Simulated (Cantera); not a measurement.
Reactions in the system O-S

Standard-state values (1 bar) from the NASA 1993 polynomials, evaluated with Cantera. Values are per mole of reaction as written; species without (g) are pure solids or liquids, kept so even where they would boil at 1 bar.

S + 2 O(g) = SO2(g)

| T (K) | ΔH° (kJ) | ΔS° (J/K) | ΔG° (kJ) | log10 K | condensed phases |
|---|---|---|---|---|---|
| 300 | -795.2 | -106.1 | -763.4 | 132.91 | S(s) |
| 623 | -807.6 | -134.6 | -723.8 | 60.68 | S(l) |
| 673 | -808.9 | -136.5 | -717.0 | 55.65 | S(l) |
| 723 | -810.0 | -138.1 | -710.2 | 51.31 | S(l) |
| 773 | -811.0 | -139.4 | -703.2 | 47.52 | S(l) |
| 823 | -812.0 | -140.7 | -696.2 | 44.19 | S(l) |
| 873 | -813.1 | -142.0 | -689.1 | 41.23 | S(l) |
| 923 | -814.2 | -143.2 | -682.0 | 38.60 | S(l) |
| 973 | -815.3 | -144.4 | -674.8 | 36.23 | S(l) |
| 1023 | -816.3 | -145.4 | -667.6 | 34.09 | S(l) |
| 1073 | -817.2 | -146.3 | -660.3 | 32.14 | S(l) |

SO3(g) = S + O3(g)

```json
[
 {"T (K)": "300", "ΔH° (kJ)": "537.6", "ΔS° (J/K)": "14.4", "ΔG° (kJ)": "533.3", "log10 K": "-92.85", "condensed phases": "S(s)"},
 {"T (K)": "623", "ΔH° (kJ)": "546.0", "ΔS° (J/K)": "33.6", "ΔG° (kJ)": "525.1", "log10 K": "-44.02", "condensed phases": "S(l)"},
 {"T (K)": "673", "ΔH° (kJ)": "546.8", "ΔS° (J/K)": "34.8", "ΔG° (kJ)": "523.4", "log10 K": "-40.62", "condensed phases": "S(l)"},
 {"T (K)": "723", "ΔH° (kJ)": "547.4", "ΔS° (J/K)": "35.7", "ΔG° (kJ)": "521.6", "log10 K": "-37.68", "condensed phases": "S(l)"},
 {"T (K)": "773", "ΔH° (kJ)": "548.0", "ΔS° (J/K)": "36.5", "ΔG° (kJ)": "519.8", "log10 K": "-35.13", "condensed phases": "S(l)"},
 {"T (K)": "823", "ΔH° (kJ)": "548.6", "ΔS° (J/K)": "37.2", "ΔG° (kJ)": "518.0", "log10 K": "-32.87", "condensed phases": "S(l)"},
 {"T (K)": "873", "ΔH° (kJ)": "549.3", "ΔS° (J/K)": "38.0", "ΔG° (kJ)": "516.1", "log10 K": "-30.88", "condensed phases": "S(l)"},
 {"T (K)": "923", "ΔH° (kJ)": "550.0", "ΔS° (J/K)": "38.8", "ΔG° (kJ)": "514.2", "log10 K": "-29.10", "condensed phases": "S(l)"},
 {"T (K)": "973", "ΔH° (kJ)": "550.7", "ΔS° (J/K)": "39.6", "ΔG° (kJ)": "512.2", "log10 K": "-27.50", "condensed phases": "S(l)"},
 {"T (K)": "1023", "ΔH° (kJ)": "551.3", "ΔS° (J/K)": "40.2", "ΔG° (kJ)": "510.2", "log10 K": "-26.05", "condensed phases": "S(l)"},
 {"T (K)": "1073", "ΔH° (kJ)": "551.9", "ΔS° (J/K)": "40.7", "ΔG° (kJ)": "508.2", "log10 K": "-24.74", "condensed phases": "S(l)"}
]
```

SO2(g) + O(g) = SO3(g)

```
T (K)  ΔH° (kJ)  ΔS° (J/K)  ΔG° (kJ)  log10 K
-----  --------  ---------  --------  -------
300      -348.1     -152.6    -302.3    52.64
623      -350.1     -157.3    -252.0    21.13
673      -350.2     -157.5    -244.2    18.95
723      -350.2     -157.6    -236.3    17.07
773      -350.3     -157.7    -228.4    15.43
823      -350.3     -157.7    -220.5    14.00
873      -350.4     -157.8    -212.6    12.72
923      -350.3     -157.7    -204.7    11.59
973      -350.3     -157.7    -196.9    10.57
1023     -350.3     -157.7    -189.0     9.65
1073     -350.3     -157.7    -181.1     8.82
```

O2(g) + S = SO2(g)

| T (K) | ΔH° (kJ) | ΔS° (J/K) | ΔG° (kJ) | log10 K | condensed phases |
|---|---|---|---|---|---|
| 300 | -296.9 | 10.9 | -300.1 | 52.26 | S(s) |
| 623 | -305.4 | -8.5 | -300.1 | 25.16 | S(l) |
| 673 | -306.1 | -9.7 | -299.6 | 23.25 | S(l) |
| 723 | -306.8 | -10.6 | -299.1 | 21.61 | S(l) |
| 773 | -307.4 | -11.4 | -298.5 | 20.17 | S(l) |
| 823 | -308.0 | -12.2 | -298.0 | 18.91 | S(l) |
| 873 | -308.7 | -13.0 | -297.3 | 17.79 | S(l) |
| 923 | -309.4 | -13.8 | -296.7 | 16.79 | S(l) |
| 973 | -310.2 | -14.6 | -295.9 | 15.89 | S(l) |
| 1023 | -310.8 | -15.2 | -295.2 | 15.07 | S(l) |
| 1073 | -311.4 | -15.8 | -294.4 | 14.33 | S(l) |
